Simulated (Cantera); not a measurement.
An isothermal, constant-pressure homogeneous reactor starts with H₂ : O₂ : N₂ : H₂O = 0.63 : 1 : 3.5 : 0.056 (molar parts), at 1023 K and 100000 Pa.

Computed with Cantera and the H2/O2 subset of GRI-Mech 3.0, which has no nitrogen chemistry. The temperature is held fixed by assumption; the heat of reaction is taken as removed at once.

x: mole fraction; the columns are a selection and need not sum to one.

```csv
t (s),x H₂,x O₂,x H₂O,x O,x H
5.00e-6,0.121,0.193,0.0108,2.66e-11,1.32e-10
2.66e-5,0.121,0.193,0.0108,4.41e-10,1.41e-9
0.000141,0.121,0.193,0.0108,?,3.47e-6
0.000751,0.0219,0.150,0.117,?,4.70e-6
0.00399,0.0189,0.149,0.120,?,2.44e-6
0.0212,0.00825,0.144,0.132,?,9.26e-7
0.113,0.000834,0.141,0.140,?,3.67e-8
0.599,5.81e-5,0.141,0.141,?,4.58e-10
3.19,3.46e-6,0.141,0.141,1.52e-10,9.53e-12
16.9,7.34e-11,0.141,0.141,9.09e-11,<1e-12
90.0,6.46e-11,0.141,0.141,1.18e-10,<1e-12
```

### Question
Some entries are withheld; supply them.

### Answer

- 0.000141, x O: 1.12e-6
- 0.000751, x O: 5.65e-6
- 0.00399, x O: 3.08e-6
- 0.0212, x O: 2.04e-6
- 0.113, x O: 3.06e-7
- 0.599, x O: 6.63e-9
